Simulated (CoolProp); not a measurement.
The numbers come from the reference Helmholtz-energy equation of state, McLinden 2015 in CoolProp.

Problem. For the fluoroketone C6F12O (FK-5-1-12), give the phase and the isothermal compressibility (1/MPa), expansivity (1/kK) at 367.8 K and 1.41 MPa.

Solution. 
- 367.8 K and 1.41 MPa: liquid; isothermal compressibility 0.00955, expansivity 2.89
